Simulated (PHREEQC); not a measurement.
Solution (25 °C): 0.012 mol HCl, 0.00146 mol ZnSO4 and 0.00097 mol MgSO4 per kg of water. It is in equilibrium with CO2 at log p = -1 (atm). Otherwise closed; pH follows from the charge balance.

Equilibrium calculation in PHREEQC: ion-association model, phreeqc.dat.

The ionic strength comes out as 0.0190 mol/kgw. What activity coefficients do Mg+2, Zn+2, HSO4-, Zn(SO4)2-2, SO4-2 get?

Mg+2 0.60, Zn+2 0.59, HSO4- 0.87, Zn(SO4)2-2 0.58, SO4-2 0.59.

No solid was allowed to form.
